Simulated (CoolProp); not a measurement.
A Linde-Hampson liquefier for ethane: isothermal reversible compression at 320 K from 1 atm to 25 MPa, throttling to 1 atm, return gas leaving the recuperator 0 K below the feed. Each further row changes one setting.

The numbers come from the reference Helmholtz-energy equation of state, Bücker 2006 in CoolProp.

| case | liquid yield per pass | compression work (kJ/kg of gas) |
|---|---|---|
| as stated | [?] | 378 |
| high pressure 50 MPa | [?] | [?] |
| warm-end temperature 350 K | 0.390 | [?] |
| warm-end gap 5 K | [?] | 378 |

Complete the blanks.


- as stated, liquid yield per pass: 0.467
- high pressure 50 MPa, liquid yield per pass: 0.451
- high pressure 50 MPa, compression work (kJ/kg of gas): 436
- warm-end temperature 350 K, compression work (kJ/kg of gas): 443
- warm-end gap 5 K, liquid yield per pass: 0.460
